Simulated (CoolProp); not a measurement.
Vapour-liquid equilibrium of cyclohexane (1) + n-heptane (2) at 423.1 K; x and y are mole fractions of (1).

Model: multi-fluid Helmholtz-energy mixture model, Zhou 2014 and Span 2003; pair parameters Bell 2016, in CoolProp.

| x | bubble pressure (MPa) | y at the bubble point | dew pressure at overall composition x (MPa) | liquid density (mol/L) |
|---|---|---|---|---|
| 0.05 | 0.3822 | 0.069 | 0.3796 | 5.677 |
| 0.15 | 0.4006 | 0.200 | 0.3934 | 5.837 |
| 0.25 | 0.4191 | 0.321 | 0.4081 | 6.006 |
| 0.35 | 0.4375 | 0.432 | 0.4239 | 6.184 |
| 0.45 | 0.4558 | 0.535 | 0.4407 | 6.373 |
| 0.55 | 0.4739 | 0.631 | 0.4586 | 6.574 |
| 0.65 | 0.4918 | 0.721 | 0.4776 | 6.787 |
| 0.75 | 0.5095 | 0.806 | 0.4978 | 7.014 |
| 0.85 | 0.5268 | 0.886 | 0.5190 | 7.256 |
| 0.95 | 0.5440 | 0.963 | 0.5411 | 7.514 |

No azeotrope shows between x = 0.05 and 0.95.

Pair parameters are fitted to limited data, so mixtures are less certain than the pure fluids.
